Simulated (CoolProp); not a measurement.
n-decane along the isobar 12.9 bar: density (kg/m³) from the reference equation and from simpler models built on Tc = 344.5 °C, pc = 21.01 bar, ω = 0.488; each cubic takes its own stable root.

Values from CoolProp's reference Helmholtz-energy equation of state, Lemmon 2006. It is a short technical equation, of lower accuracy than the large ones.

```json
[
 {"T (°C)": "208.75", "phase": "liquid", "reference": "573.9", "Redlich-Kwong": "444.4", "Peng-Robinson": "545.2"},
 {"T (°C)": "218.65", "phase": "liquid", "reference": "563.9", "Redlich-Kwong": "434.6", "Peng-Robinson": "534.3"},
 {"T (°C)": "228.55", "phase": "liquid", "reference": "553.4", "Redlich-Kwong": "424.2", "Peng-Robinson": "522.7"},
 {"T (°C)": "238.35", "phase": "liquid", "reference": "542.5", "Redlich-Kwong": "413.3", "Peng-Robinson": "510.4"},
 {"T (°C)": "248.25", "phase": "liquid", "reference": "530.9", "Redlich-Kwong": "401.6", "Peng-Robinson": "496.9"},
 {"T (°C)": "258.05", "phase": "liquid", "reference": "518.8", "Redlich-Kwong": "389.1", "Peng-Robinson": "482.5"},
 {"T (°C)": "267.95", "phase": "liquid", "reference": "505.5", "Redlich-Kwong": "375.3", "Peng-Robinson": "466.5"},
 {"T (°C)": "277.85", "phase": "liquid", "reference": "491.1", "Redlich-Kwong": "360.1", "Peng-Robinson": "448.7"},
 {"T (°C)": "287.65", "phase": "liquid", "reference": "475.2", "Redlich-Kwong": "342.8", "Peng-Robinson": "428.9"},
 {"T (°C)": "297.55", "phase": "liquid", "reference": "456.7", "Redlich-Kwong": "60.38", "Peng-Robinson": "405.6"},
 {"T (°C)": "307.45", "phase": "liquid", "reference": "434.0", "Redlich-Kwong": "56.66", "Peng-Robinson": "377.0"},
 {"T (°C)": "317.25", "phase": "gas", "reference": "58.58", "Redlich-Kwong": "53.72", "Peng-Robinson": "57.26"},
 {"T (°C)": "327.15", "phase": "gas", "reference": "54.21", "Redlich-Kwong": "51.24", "Peng-Robinson": "53.74"},
 {"T (°C)": "336.95", "phase": "gas", "reference": "50.97", "Redlich-Kwong": "49.14", "Peng-Robinson": "50.94"},
 {"T (°C)": "346.85", "phase": "gas", "reference": "48.36", "Redlich-Kwong": "47.27", "Peng-Robinson": "48.57"}
]
```

At some of these states Redlich-Kwong gives the other phase, because its saturation line lies elsewhere.
